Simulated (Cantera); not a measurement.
**Reactions in the system O-Pb-S**

Cantera with NASA thermochemical tables; ideal gases at 1 bar, condensed phases pure. Values are per mole of reaction as written; species without (g) are pure solids or liquids, kept so even where they would boil at 1 bar.

S2(g) + 6 PbO → 2 SO3(g) + 6 Pb

```json
[
 {"T (K)": "300", "ΔH° (kJ)": "396.5", "ΔS° (J/K)": "275.8", "ΔG° (kJ)": "313.7", "log10 K": "-54.63", "condensed phases": "PbO(red), Pb(s)"},
 {"T (K)": "1525", "ΔH° (kJ)": "189.1", "ΔS° (J/K)": "91.6", "ΔG° (kJ)": "49.4", "log10 K": "-1.69", "condensed phases": "PbO(l), Pb(l)"},
 {"T (K)": "1725", "ΔH° (kJ)": "169.4", "ΔS° (J/K)": "79.5", "ΔG° (kJ)": "32.3", "log10 K": "-0.98", "condensed phases": "PbO(l), Pb(l)"},
 {"T (K)": "1925", "ΔH° (kJ)": "150.0", "ΔS° (J/K)": "68.8", "ΔG° (kJ)": "17.5", "log10 K": "-0.48", "condensed phases": "PbO(l), Pb(l)"},
 {"T (K)": "2125", "ΔH° (kJ)": "130.9", "ΔS° (J/K)": "59.4", "ΔG° (kJ)": "4.7", "log10 K": "-0.12", "condensed phases": "PbO(l), Pb(l)"},
 {"T (K)": "2325", "ΔH° (kJ)": "112.2", "ΔS° (J/K)": "51.0", "ΔG° (kJ)": "-6.3", "log10 K": "0.14", "condensed phases": "PbO(l), Pb(l)"}
]
```
